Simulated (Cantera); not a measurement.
A freely propagating, adiabatic, planar premixed flame of C2H6 : O2 : N2 : H2O = 1 : 2.33 : 8.77 : 2 (molar parts), equivalence ratio 1.5, unburnt at 600 K and 975 Torr; mixture-averaged transport, grid criteria slope 0.08 and curve 0.16, no radiation.

Cantera simulation using GRI-Mech 3.0 (53 species, 325 reactions); the numbers are that mechanism's predictions, not measurements. Burning velocities carry a grid error of a few per cent, more on coarse grids.

Task: Predict: laminar burning velocity; thermal thickness; peak x(OH); peak x(HCN).

Result: 
```json
{
  "laminar_burning_velocity": "43.2 cm/s",
  "thermal_thickness": "0.571 mm",
  "peak x(OH)": "0.000681",
  "peak x(HCN)": "2.20e-5"
}
```
